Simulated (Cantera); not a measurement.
Cantera with NASA thermochemical tables; ideal gases at 1 bar, condensed phases pure. Values are per mole of reaction as written; species without (g) are pure solids or liquids, kept so even where they would boil at 1 bar.

H2(g) + Ni3S4 = H2S(g) + 3 NiS, with ΔH° = 17.0 kJ and ΔS° = 47.5 J/K at 300 K.

Q: How far is the shortcut ΔG° ≈ ΔH°(300 K) − T·ΔS°(300 K) from the full temperature-dependent value at 350, 375, 400, 425, 450, 475, 500, 525 K?

A: 
| T (K) | shortcut (kJ) | full (kJ) | difference (kJ) | difference in log10 K |
|---|---|---|---|---|
| 350 | 0.4 | 0.4 | -0.1 | 0.01 |
| 375 | -0.8 | -0.7 | -0.2 | 0.02 |
| 400 | -2.0 | -1.7 | -0.3 | 0.04 |
| 425 | -3.2 | -2.7 | -0.4 | 0.05 |
| 450 | -4.4 | -3.7 | -0.6 | 0.07 |
| 475 | -5.6 | -4.7 | -0.9 | 0.09 |
| 500 | -6.7 | -5.6 | -1.1 | 0.12 |
| 525 | -7.9 | -6.5 | -1.4 | 0.14 |
The shortcut ignores the heat-capacity change of the reaction.
